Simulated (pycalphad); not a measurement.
An equivalent pycalphad script:

```python
from pycalphad import Database, equilibrium, calculate, variables as v
import numpy as np
db = Database('COST507.tdb')
comps = ['TI', 'HF', 'B', 'VA']
phases = ['B2M', 'B2TI', 'B4M3', 'B4TI3', 'BCC_A2', 'BETA_RHOMBO_B', 'BM', 'BTI', 'HCP_A3', 'LIQUID']
eq = equilibrium(db, comps, phases, {v.X('HF'): 0.0022, v.X('B'): 0.0595, v.T: np.arange(2850, 499, -75), v.P: 101325, v.N: 1}, output=['HM', 'SM'])
```

CALPHAD calculation (pycalphad, COST 507 light-alloy database (1999)), 1 atm. The database dates from 1999; later assessments differ in places, in temperatures and in the compounds included. Phase fractions are per mole of atoms. Kinetics are ignored, which matters at the lower temperatures.

Results at three of the temperatures:

```
T = 1950.00 K, P = 101325 Pa, N = 1 mol of atoms
G = -128074 J/mol, H = 63983 J/mol, S = 98.49 J/(mol K)  (SER reference)
chemical potentials (J/mol): Ti -122109, Hf -251172, B -217588
phase             fraction      x(Ti)      x(Hf)       x(B)
LIQUID              1.0000     0.9383     0.0022     0.0595
```

```
T = 1200.00 K, P = 101325 Pa, N = 1 mol of atoms
G = -66261 J/mol, H = 20556 J/mol, S = 72.35 J/(mol K)  (SER reference)
chemical potentials (J/mol): Ti -58695, Hf -135423, B -183026
phase             fraction      x(Ti)      x(Hf)       x(B)
BCC_A2              0.8833     0.9962     0.0025     0.0013
BM                  0.1167     0.4999   0.000137     0.5000
```

```
T = 750.00 K, P = 101325 Pa, N = 1 mol of atoms
G = -38107 J/mol, H = 2615 J/mol, S = 54.30 J/(mol K)  (SER reference)
chemical potentials (J/mol): Ti -29541, Hf -70795, B -171987
phase             fraction      x(Ti)      x(Hf)       x(B)
HCP_A3              0.8818     0.9971     0.0025   0.000437
BM                  0.1182     0.4999   8.88e-05     0.5000
```

Changes of the phase set, refined by bisection:

```
T (K)           phases above          phases below
------  --------------------  --------------------
1827.5                LIQUID       BCC_A2 + LIQUID
1814.1       BCC_A2 + LIQUID           BCC_A2 + BM
1154.3           BCC_A2 + BM  BCC_A2 + BM + HCP_A3
1153.6  BCC_A2 + BM + HCP_A3           BM + HCP_A3
```

Database names, with the compositions (at.%) that they take in these runs: BM: Ti 50 B 50. BCC_A2 is bcc; HCP_A3 is hcp.
